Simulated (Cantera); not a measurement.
An isothermal, constant-pressure homogeneous reactor starts with H₂ : O₂ = 0.046 : 1 (molar parts), equivalence ratio 0.023, at 1273 K and 3.23 Torr. Integrator tolerance rtol = 1e-08.

Cantera simulation using GRI-Mech 3.0 (53 species, 325 reactions); the numbers are that mechanism's predictions, not measurements. Radical loss at walls, strong at low pressure, is not modelled. The temperature is held fixed by assumption; the heat of reaction is taken as removed at once.

Q: What does this change do: O2 1 to 3.6 parts?

A: 
```tsv
quantity	before	after
x(H₂) at 1.00 s	0.000177 (gas-phase equilibrium 3.76e-8)	4.15e-5 (gas-phase equilibrium 1.04e-8)
x(O₂) at 1.00 s	0.946 (gas-phase equilibrium 0.955)	0.980 (gas-phase equilibrium 0.987)
x(H₂O₂) at 1.00 s	1.89e-8 (gas-phase equilibrium 1.28e-10)	6.16e-9 (gas-phase equilibrium 3.67e-11)
x(H) at 1.00 s	0.000703 (gas-phase equilibrium 2.12e-9)	0.000294 (gas-phase equilibrium 1.12e-9)
x(H₂O) at 1.00 s	0.0432 (gas-phase equilibrium 0.0450)	0.0120 (gas-phase equilibrium 0.0127)
x(OH) at 1.00 s	0.00199 (gas-phase equilibrium 2.93e-5)	0.000982 (gas-phase equilibrium 1.57e-5)
```
